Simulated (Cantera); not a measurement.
A closed system holds: 1 mol Si, 0.013 mol N₂O, a varied amount of N₂, equilibrated at 0.200 Pa.

Cantera equilibrium calculation (NASA polynomials, part measured and part estimated; ideal gas, pure solids and liquids). Candidate condensed phases: Si, SiO₂, Si₂N₂O, Si₃N₄; 16 gas species. The numbers say what is thermodynamically allowed, not how fast it happens.

Q: What condenses at these points (T in °C, n(N₂) in mol): (1475, 470); (1100, 230); (1175, 150); (1175, 190); (1175, 750); (1025, 750)?

A: 
```tsv
T (°C)	n(N₂) in mol	condensed phases	Si condensed (%)
1475	470	gas only	0.0
1100	230	Si	94.2
1175	150	Si	76.5
1175	190	Si	70.6
1175	750	gas only	0.0
1025	750	Si₃N₄	98.1
```
